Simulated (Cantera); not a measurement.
A closed system holds: 1 mol toluene, 0.0096 mol O₂, 38 mol H₂, at 2273.15 K and 730000 Pa.

Method: chemical equilibrium by Gibbs-energy minimisation in Cantera with the NASA 1993 tables (ideal gas, pure condensed phases). Candidate condensed phases: C, C₆H₆, C₇H₈, C₈H₁₈, H₂O; 110 gas species. Rates play no part.

Base state: H₂ 0.991, C₂H₂ (acetylene) 0.00374, H 0.00310, CH₄ 0.00162, CO 0.000457, CH₃ 9.56e-5, C₂H₄ 4.77e-5 (mole fractions); condensed: C(graphite).

Q: What changes in the equilibrium state with this change: temperature from 2273.15 K to 1473.15 K?

A: 
| species | before | after |
|---|---|---|
| H₂ | 0.991 | 0.979 |
| CH₄ | 0.00162 | 0.0205 |
| CO | 0.000457 | 0.000459 |
| C₂H₂ (acetylene) | 0.00374 | 6.38e-6 |
| H | 0.00310 | 4.64e-6 |
| CH₃ | 9.56e-5 | 1.97e-6 |
| C(graphite), mol | 6.59 | 6.13 |

Q: What changes in the equilibrium state with this change: O₂ from 0.0096 to 1.7 mol?

A: 
| species | before | after |
|---|---|---|
| H₂ | 0.991 | 0.917 |
| CO | 0.000457 | 0.0749 |
| C₂H₂ (acetylene) | 0.00374 | 0.00346 |
| H₂O | 1.50e-7 | 2.27e-5 |
| C₂H₄ | 4.77e-5 | 4.08e-5 |
| C(graphite), mol | 6.59 | 3.21 |
